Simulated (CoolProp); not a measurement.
A single-stage vapour-compression cycle with the fluoroketone C6F12O (FK-5-1-12): evaporating at 292.15 K (dew point), condensing at 326.15 K (bubble point), superheat 8 K, subcooling 0 K, compressor efficiency 0.65, no pressure losses. Each further row changes one setting.

Computed with CoolProp (reference Helmholtz-energy equation of state, McLinden 2015).

| case | cooling COP | pressure ratio | discharge temperature (K) | refrigerating effect (kJ/kg) | volumetric capacity (kJ/m³) |
|---|---|---|---|---|---|
| as stated | [?] | 3.72 | 326.2 | 65.6 | 266 |
| evaporating temperature 297.15 K | 5.41 | 2.99 | 326.2 | 69.8 | [?] |
| condensing temperature 321.15 K | 5.34 | 3.13 | 321.2 | 71.3 | 289 |
| subcooling 5 K | 4.69 | 3.72 | 326.2 | [?] | 289 |
| superheat 18 K | 4.61 | 3.72 | 330.3 | 74.4 | 291 |
| compressor efficiency 0.55 | 3.65 | 3.72 | 326.2 | 65.6 | 266 |

Q: What belongs in the gaps?

A: 
- as stated, cooling COP: 4.32
- evaporating temperature 297.15 K, volumetric capacity (kJ/m³): 347
- subcooling 5 K, refrigerating effect (kJ/kg): 71.2

The compression ends wet for: as stated; evaporating temperature 297.15 K; condensing temperature 321.15 K; subcooling 5 K; compressor efficiency 0.55.
